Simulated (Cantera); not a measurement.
**Ignition delay**

Mixture: 3.03 % CH4, 0.454 % C2H6, 0.333 % C3H8, 21.2 % O2, 72.1 % N2, 2.94 % H2O, equivalence ratio 0.44, at 293 Torr, adiabatic and at constant volume. Ignition delay is the time to a rise of 400 K.

Detailed kinetics in Cantera: GRI-Mech 3.0 (53 species, 325 reactions).

```json
[
 {"T0 (K)": "1050", "delay (ms)": "47.0"},
 {"T0 (K)": "1100", "delay (ms)": "19.4"},
 {"T0 (K)": "1150", "delay (ms)": "8.82"},
 {"T0 (K)": "1200", "delay (ms)": "4.31"},
 {"T0 (K)": "1250", "delay (ms)": "2.24"},
 {"T0 (K)": "1300", "delay (ms)": "1.23"},
 {"T0 (K)": "1350", "delay (ms)": "0.718"},
 {"T0 (K)": "1400", "delay (ms)": "0.442"}
]
```

The apparent activation energy between 1300 and 1400 K comes out as 160 kJ/mol.
